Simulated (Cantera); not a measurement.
Gas activation for diamond growth

A perfectly stirred reactor is fed with 3.46 % CH4, 96.2 % H2, 0.375 % H, at 100.0 Torr; it is held at 2650 K, and followed from long to short residence time.

Computed with Cantera and GRI-Mech 3.0 (53 species, 325 reactions). GRI-Mech 3.0 stops at C3 and has no aromatics, soot or wall deposition, so with more carbon than oxygen in the feed, carbon stays in small species such as C2H2 where larger ones or solid carbon would form.

```csv
τ (s),x CH4,x H2,x H,x CH2,x CH3
7.5,1.18e-5,0.864,0.120,6.64e-6,2.82e-5
2.5,1.29e-5,0.864,0.120,7.24e-6,3.09e-5
0.84,1.60e-5,0.865,0.119,8.80e-6,3.79e-5
0.28,2.34e-5,0.867,0.117,1.24e-5,5.45e-5
0.093,4.14e-5,0.872,0.112,1.96e-5,9.15e-5
0.031,9.23e-5,0.885,0.0993,3.28e-5,0.000178
0.010,0.000279,0.906,0.0772,5.61e-5,0.000409
0.0035,0.000830,0.925,0.0581,8.77e-5,0.000898
0.0012,0.00226,0.937,0.0447,0.000130,0.00187
0.00039,0.00572,0.944,0.0349,0.000180,0.00365
```
x: mole fraction; the columns are a selection and need not sum to one.
